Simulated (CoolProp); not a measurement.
Vapour-liquid equilibrium of benzene (1) + ethylbenzene (2) at 441.1 K; x and y are mole fractions of (1).

The numbers come from the multi-fluid Helmholtz-energy mixture model, Thol 2012 and Zhou 2012; pair parameters Bell 2016 in CoolProp.

| x | bubble pressure, mixture model (bar) | bubble pressure, Raoult's law (bar) | y, mixture model | y, Raoult's law |
|---|---|---|---|---|
| 0.05 | 2.450 | 2.518 | 0.134 | 0.164 |
| 0.2 | 3.195 | 3.424 | 0.428 | 0.482 |
| 0.35 | 4.008 | 4.331 | 0.622 | 0.668 |
| 0.5 | 4.892 | 5.238 | 0.759 | 0.789 |
| 0.65 | 5.844 | 6.144 | 0.858 | 0.874 |
| 0.8 | 6.854 | 7.051 | 0.931 | 0.937 |
| 0.95 | 7.905 | 7.958 | 0.985 | 0.986 |

The largest gap from Raoult's law is -7.5 % in bubble pressure, at x = 0.35. No azeotrope shows between x = 0.05 and 0.95.

Pair parameters are fitted to limited data, so mixtures are less certain than the pure fluids.
